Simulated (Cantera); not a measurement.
# Silicon nitride deposition: SiF4 + N2 + H2

Feed: 1 mol SiF4, 1.7 mol N2, 0.31 mol H2, equilibrated at 1052 °C and 26.0 mbar.

Equilibrium computed with Cantera from the NASA thermochemical tables; the gas is ideal and each condensed phase is pure. Candidate condensed phases: Si, Si3N4; 37 gas species. The tables' values for SiF3, SiF2 are old estimates; treat these amounts as uncertain. Rates play no part.

```yaml
x(N2): 0.564
x(SiF4): 0.327
x(H2): 0.100
x(HF): 0.00434
x(SiF3): 0.00339
x(SiHF3): 0.000892
x(SiF2): 2.82e-5
x(H): 3.21e-6
x(SiH2F2): 1.15e-6
gas_amount: 3.015 mol
log10 activity of Si(s) (absent): -3.53
```
